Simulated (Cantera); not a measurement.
## Iron carbonyl, mercury and lead vapours: Fe(CO)5 + N2 + H2

A closed system holds: 1 mol Fe(CO)5, 37 mol N2, 0.73 mol H2, equilibrated at 1 atm.

Equilibrium computed with Cantera from the NASA thermochemical tables; the gas is ideal and each condensed phase is pure. Candidate condensed phases: C, C6H6, C7H8, C8H18, Fe, Fe(CO)5, FeO, Fe(OH)2, Fe(OH)3, Fe2O3, Fe3O4, H2O; 140 gas species. Condensed phases not in the tables: cementite and carbon dissolved in iron. Kinetics and transport are ignored.

From 973 K to 1173 K the condensed part is C(graphite) + Fe(α). From 1223 K to 1323 K the condensed part is C(graphite) + Fe(γ). From 1373 K to 1623 K the condensed part is Fe(γ).

```tsv
T (K)	log p N2	log p CO	log p H2	log p CO2	log p H2O	log p HCN	log p CH4	n C(graphite)	n Fe(α)	n Fe(γ)
973	-0.05	-1.00	-1.78	-2.01	-2.99	-6.40	-4.46	0.452	1.00	0
1023	-0.05	-0.96	-1.77	-2.36	-3.30	-6.04	-4.67	0.202	1.00	0
1073	-0.06	-0.94	-1.77	-2.73	-3.59	-5.72	-4.87	0.0882	1.00	0
1123	-0.06	-0.93	-1.77	-3.08	-3.88	-5.43	-5.06	0.0398	1.00	0
1173	-0.06	-0.93	-1.76	-3.41	-4.14	-5.17	-5.24	0.0188	1.00	0
1223	-0.06	-0.93	-1.76	-3.72	-4.39	-4.93	-5.40	0.00916	0	1.00
1273	-0.06	-0.93	-1.76	-4.00	-4.61	-4.71	-5.55	0.00432	0	1.00
1323	-0.06	-0.93	-1.76	-4.26	-4.82	-4.50	-5.69	0.00154	0	1.00
1373	-0.06	-0.93	-1.76	-4.45	-4.97	-4.36	-5.87	0	0	1.00
1423	-0.06	-0.93	-1.76	-4.48	-4.96	-4.37	-6.18	0	0	1.000
1473	-0.06	-0.93	-1.76	-4.51	-4.95	-4.39	-6.47	0	0	1.000
1523	-0.06	-0.93	-1.76	-4.53	-4.94	-4.40	-6.75	0	0	1.000
1573	-0.06	-0.93	-1.76	-4.56	-4.93	-4.41	-7.00	0	0	1.000
1623	-0.06	-0.93	-1.76	-4.58	-4.92	-4.43	-7.24	0	0	1.000
```
log p: log10 of the partial pressure in bar; n: condensed amount in mol.
